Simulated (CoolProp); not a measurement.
The numbers come from the reference Helmholtz-energy equation of state, Lemmon 2004 in CoolProp. It is a short technical equation, of lower accuracy than the large ones.

Question: Give the vapour pressure (MPa), liquid density (kg/m³), liquid viscosity (µPa s), vapour viscosity (µPa s) of saturated n-dodecane at 206.95, 221.15 °C.

Answer: 
```tsv
T (°C)	p (MPa)	liquid density (kg/m³)	liquid viscosity (µPa s)	vapour viscosity (µPa s)
206.95	0.0807	603	209	7.27
221.15	0.114	589	188	7.49
```

Viscosity comes from a separate model (Huber 2004).
